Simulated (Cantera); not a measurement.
Equilibrium for silicon carbide growth: SiH2Cl2 + C2H2 + H2

A closed system holds: 1 mol SiH2Cl2, a varied amount of C2H2, 38 mol H2, at 1200 K and 100 Torr.

Cantera equilibrium calculation (NASA polynomials, part measured and part estimated; ideal gas, pure solids and liquids). Candidate condensed phases: C, C6H6, C7H8, C8H18, Si, SiC; 109 gas species. Mutual solubility and eutectic melting of coexisting phases are not modelled. The tables' values for SiCl3 are old estimates; treat these amounts as uncertain. Kinetics and transport are ignored.

```
n(C2H2) (mol)   x H2   x HCl  x SiCl2  x SiCl4  n Si(s)  n SiC(s)  n C(graphite)
-------------  -----  ------  -------  -------  -------  --------  -------------
0.0074         0.963  0.0301  0.00222  0.00198    0.713    0.0147              0
0.018          0.963  0.0301  0.00222  0.00198    0.692    0.0359              0
0.043          0.963  0.0301  0.00222  0.00198    0.642    0.0859              0
0.1            0.963  0.0301  0.00222  0.00197    0.528     0.200              0
0.25           0.963  0.0300  0.00221  0.00196    0.228     0.500              0
0.61           0.949  0.0492  1.01e-5  2.45e-5        0     0.998          0.145
1.5            0.950  0.0481  9.70e-6  2.24e-5        0     0.998           1.92
```
x: gas mole fraction; n: condensed amount in mol.

From 0.0074 mol C2H2 to 0.25 mol C2H2 the condensed part is Si(s) + SiC(s). From 0.61 mol C2H2 to 1.5 mol C2H2 the condensed part is C(graphite) + SiC(s). The main Si-bearing gas is SiCl2 at 0.0074 mol C2H2 and SiCl4 at 1.5 mol C2H2.
